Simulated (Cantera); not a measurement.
Cantera run, input and output.

```python
import numpy as np
import cantera as ct

gas = ct.Solution("h2o2.yaml")


def delay(T, t_max=10):
    gas.TPX = T, 2200000, {'H2': 1, 'O2': 0.278, 'N2': 1.44}
    reactor = ct.IdealGasConstPressureReactor(gas, clone=False)
    net = ct.ReactorNet([reactor])
    net.rtol, net.atol = 1e-8, 1e-16
    while net.time < t_max:
        t_old, T_old = net.time, reactor.T
        net.step()
        if reactor.T > T + 400:  # ignition: a rise of 400 K
            return t_old + (T + 400 - T_old) / (reactor.T - T_old) * (net.time - t_old)
    return np.nan


taus = []
for T in [950, 1050, 1150, 1250, 1350, 1450, 1550, 1650, 1750]:
    taus.append(delay(T))
    print(f"T0 = {T:6g} K   tau = {taus[-1]:.4e} s")

# d ln(tau) / d ln(k), from doubling and halving each rate constant
T, sens = 1750, []
for i in range(gas.n_reactions):
    gas.set_multiplier(2.0, i)
    up = delay(T)
    gas.set_multiplier(0.5, i)
    down = delay(T)
    gas.set_multiplier(1.0, i)
    sens.append((np.log(up / down) / np.log(4.0), gas.reaction(i).equation))
sens.sort(key=lambda x: -abs(x[0]))
print(f"sensitivities at {T} K")
for s, eq in sens[:10]:
    print(f"{s:8.3f}  {eq}")
```

Output:

```
T0 =    950 K   tau = 1.6337e-02 s
T0 =   1050 K   tau = 1.7983e-03 s
T0 =   1150 K   tau = 2.6661e-04 s
T0 =   1250 K   tau = 4.2465e-05 s
T0 =   1350 K   tau = 5.6636e-06 s
T0 =   1450 K   tau = 1.4880e-06 s
T0 =   1550 K   tau = 8.0945e-07 s
T0 =   1650 K   tau = 5.4755e-07 s
T0 =   1750 K   tau = 4.1027e-07 s
sensitivities at 1750 K
  -0.726  H + O2 <=> O + OH
  -0.106  H2 + O <=> H + OH
  -0.085  H2 + OH <=> H + H2O
  -0.068  H + HO2 <=> H2 + O2
   0.045  H + O2 + M <=> HO2 + M
   0.034  H + O2 + N2 <=> HO2 + N2
  -0.031  H + HO2 <=> 2 OH
  -0.029  H + O2 + H2O <=> HO2 + H2O
  -0.014  H + H2O2 <=> H2 + HO2
  -0.008  H + OH + M <=> H2O + M
```

Computed with Cantera and the H2/O2 subset of GRI-Mech 3.0, which has no nitrogen chemistry. The hydrogen kinetics of GRI-Mech 3.0 are dated; newer H2 mechanisms differ, most at raised pressure. The pressure lies above the range GRI-Mech 3.0 was tuned for (to about 10 atm).
